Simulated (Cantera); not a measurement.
A closed system holds: 1 mol Si, 10 mol HCl, 14 mol H2, held at 625 K and 10.0 Torr.

These are equilibrium values from Cantera (NASA tables, ideal gas, pure condensed phases), not measurements of a reactor. Candidate condensed phases: Si; 19 gas species. The numbers say what is thermodynamically allowed, not how fast it happens.

What is the equilibrium state?


```
Quantity                              Value
--------------------------------  ---------
x(H2)                                 0.696
x(HCl)                                0.261
x(SiCl4)                             0.0435
x(SiHCl3)                           5.60e-6
gas amount                        23.00 mol
log10 activity of Si(s) (absent)     -13.08
```
